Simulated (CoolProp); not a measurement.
Computed with CoolProp (reference Helmholtz-energy equation of state, Lemmon 2006). It is a short technical equation, of lower accuracy than the large ones.

For carbon monoxide, give the phase and the speed of sound (m/s), Joule-Thomson coefficient (K/MPa) at 133.9 K and 17.5 bar; 153.7 K and 17.5 bar; 351.5 K and 17.5 bar.


- 133.9 K and 17.5 bar: gas; speed of sound 214, Joule-Thomson coefficient 10.8
- 153.7 K and 17.5 bar: gas; speed of sound 240, Joule-Thomson coefficient 8.20
- 351.5 K and 17.5 bar: gas; speed of sound 386, Joule-Thomson coefficient 1.64
